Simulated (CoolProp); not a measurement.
A single-stage vapour-compression cycle with cyclohexane: evaporating at 295.15 K (dew point), condensing at 344.15 K (bubble point), superheat 10 K, subcooling 0 K, compressor efficiency 0.85, no pressure losses. Each further row changes one setting.

Values from CoolProp's reference Helmholtz-energy equation of state, Zhou 2014.

```csv
case,cooling COP,pressure ratio,discharge temperature (K),refrigerating effect (kJ/kg),volumetric capacity (kJ/m³)
as stated,4.40,6.60,356.2,311,118
evaporating temperature 300.15 K,[?],5.26,[?],[?],149
condensing temperature 339.15 K,5.00,5.61,351.8,321,122
subcooling 5 K,[?],6.60,356.2,321,122
superheat 20 K,4.45,6.60,365.9,324,119
compressor efficiency 0.75,3.88,6.60,362.1,311,118
```

### Question
What belongs in the gaps?

### Answer

- evaporating temperature 300.15 K, cooling COP: 5.07
- evaporating temperature 300.15 K, discharge temperature (K): 355.2
- evaporating temperature 300.15 K, refrigerating effect (kJ/kg): 317
- subcooling 5 K, cooling COP: 4.55
